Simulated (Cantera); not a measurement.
A freely propagating, adiabatic, planar premixed flame of 25.6 % H₂, 15.6 % O₂, 58.7 % N₂, unburnt at 300 K and 0.930 bar; mixture-averaged transport, grid criteria slope 0.08 and curve 0.16, no radiation.

Cantera simulation using the H2/O2 subset of GRI-Mech 3.0, which has no nitrogen chemistry; the numbers are that mechanism's predictions, not measurements. Burning velocities carry a grid error of a few per cent, more on coarse grids.

**Question.** Predict: laminar burning velocity; thermal thickness; peak x(O); peak x(H); peak x(HO₂).

**Answer.** 
- laminar burning velocity: 176 cm/s
- thermal thickness: 0.371 mm
- peak x(O): 0.00959
- peak x(H): 0.0267
- peak x(HO₂): 0.000456
